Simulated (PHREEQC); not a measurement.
1 kg of water holding 0.005 mol/kgw SrCl2, 0.071 mol/kgw KCl and 0.17 mol/kgw NaCl is evaporated at 25 °C; the solids stay in contact with the brine. No CO2 enters from the air. Solids allowed: Halite, Sylvite. Others were left out.

Model: Pitzer model, pitzer.dat, run in PHREEQC.

Predict ionic strength, water activity, Cl in solution (mol/kgw), Na in solution (mol/kgw) at water left (kg) = 0.1156, 0.07809, 0.006093.


```csv
water left (kg),ionic strength,water activity,Cl in solution (mol/kgw),Na in solution (mol/kgw)
0.1156,2.21,0.928,2.17,1.47
0.07809,3.28,0.890,3.21,2.18
0.006093,8.17,0.709,7.35,3.99
```

Species that the database lacks are ignored.
